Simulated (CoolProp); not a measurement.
Ethanol along the isobar 5830 kPa: fugacity coefficient from the reference equation and from simpler models built on Tc = 514.7 K, pc = 6268 kPa, ω = 0.644; each cubic takes its own stable root.

The numbers come from the reference Helmholtz-energy equation of state, Schroeder 2014 in CoolProp.

```
T (K)   phase  reference  van der Waals  Redlich-Kwong  Soave-Redlich-Kwong  Peng-Robinson
-----  ------  ---------  -------------  -------------  -------------------  -------------
215.6  liquid   1.678e-6        0.01100      0.0001785             8.174e-7       1.170e-6
253.2  liquid   6.950e-5        0.03399       0.002332             5.167e-5       6.313e-5
290.8  liquid   0.001001            [?]        0.01330            0.0009194       0.001019
328.3  liquid        [?]         0.1456        0.04554             0.007262       0.007579
365.9  liquid    0.03206         0.2378         0.1124              0.03347        0.03366
403.4  liquid     0.1001         0.3506         0.2208               0.1047         0.1030
441    liquid     0.2393         0.4787         0.3686               0.2470            [?]
478.5  liquid     0.4617            [?]         0.5417               0.4653         0.4501
516.1     gas        [?]         0.7224         0.6946               0.6957         0.6732
```

Q: What belongs in the gaps?

A: 
- 290.8, van der Waals: 0.07773
- 328.3, reference: 0.007190
- 441, Peng-Robinson: 0.2401
- 478.5, van der Waals: 0.6128
- 516.1, reference: 0.7200
